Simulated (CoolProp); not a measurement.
A simple Rankine cycle with dimethyl ether: condensing at 314.15 K, boiler at 3.77 MPa, turbine inlet 385.6 K, turbine efficiency 0.75, pump efficiency 0.8, no recuperator. Each further row changes one setting.

Model: reference Helmholtz-energy equation of state, Wu 2011, in CoolProp.

```
case                             thermal efficiency (%)  net work (kJ/kg)  heat in (kJ/kg)  turbine exit temperature (K)  volume ratio over the turbine
-------------------------------  ----------------------  ----------------  ---------------  ----------------------------  -----------------------------
as stated                                           ___              41.9              415                         314.2                           4.70
turbine inlet 405.6 K                               ___               ___              473                           ___                           4.37
condensing temperature 306.15 K                    11.2               ___              435                         306.1                           5.80
boiler pressure 2.64 MPa                            8.5              38.9              460                         339.5                            ___
turbine efficiency 0.65                             8.6              35.5              415                         316.6                           4.79
```

**Question.** Fill in the missing entries.

**Answer.** 
- as stated, thermal efficiency (%): 10.1
- turbine inlet 405.6 K, thermal efficiency (%): 10.6
- turbine inlet 405.6 K, net work (kJ/kg): 50.2
- turbine inlet 405.6 K, turbine exit temperature (K): 340.5
- condensing temperature 306.15 K, net work (kJ/kg): 48.9
- boiler pressure 2.64 MPa, volume ratio over the turbine: 2.96

The expansion ends wet for: as stated; condensing temperature 306.15 K.
